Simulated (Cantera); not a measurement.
An adiabatic, constant-volume homogeneous reactor starts with CH₄ : O₂ : N₂ = 1.4 : 2.47 : 9.28 (molar parts), equivalence ratio 1.1, at 1498 K and 1.00 bar.

Cantera simulation using GRI-Mech 3.0 (53 species, 325 reactions); the numbers are that mechanism's predictions, not measurements.

Task: Predict: time of steepest temperature rise; temperature at 8.00 s; equilibrium temperature; x(O₂) at 8.00 s; x(CH₂O) at 8.00 s; x(NO) at 8.00 s; x(H₂O) at 8.00 s.

Result: 
| Item | Value |
|---|---|
| time of steepest temperature rise | 1.19 ms |
| temperature at 8.00 s | 2927 K |
| equilibrium temperature | 2927 K |
| x(O₂) at 8.00 s | 0.0127 (gas-phase equilibrium 0.0127) |
| x(CH₂O) at 8.00 s | 1.63e-9 (gas-phase equilibrium 1.63e-9) |
| x(NO) at 8.00 s | 0.00978 (gas-phase equilibrium 0.00978) |
| x(H₂O) at 8.00 s | 0.148 (gas-phase equilibrium 0.148) |
